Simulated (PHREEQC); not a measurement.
# Buffer: speciation

Dissolve 99 mmol/kgw HF and 0.067 mmol/kgw NaF at 20 °C. Closed to the air; pH follows from the charge balance.

The numbers come from PHREEQC with the ion-association model, phreeqc.dat.

No solid was allowed to form.

### Question
Estimate the pH, ionic strength.

### Answer
pH 2.04; ionic strength 0.0101 mol/kgw.

### Question
In which forms is F present?

### Answer
HF 87 %, F- 7.7 %, HF2- 4.9 % of the F.
